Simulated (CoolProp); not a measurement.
Vapour-liquid equilibrium of R143a (1) + dimethyl ether (2) at 215.9 K; x and y are mole fractions of (1).

The numbers come from the multi-fluid Helmholtz-energy mixture model, Lemmon and Jacobsen 2000 and Wu 2011; pair parameters Bell 2016 in CoolProp.

```tsv
x	bubble pressure, mixture model (kPa)	bubble pressure, Raoult's law (kPa)	y, mixture model	y, Raoult's law
0.05	22.00	21.32	0.169	0.144
0.2	29.62	27.65	0.473	0.444
0.35	36.37	33.99	0.642	0.633
0.5	42.52	40.33	0.757	0.762
0.65	48.32	46.67	0.843	0.856
0.8	53.95	53.01	0.915	0.928
0.95	59.57	59.35	0.980	0.984
```

The largest gap from Raoult's law is +7.1 % in bubble pressure, at x = 0.2. No azeotrope shows between x = 0.05 and 0.95.

Pair parameters are fitted to limited data, so mixtures are less certain than the pure fluids.
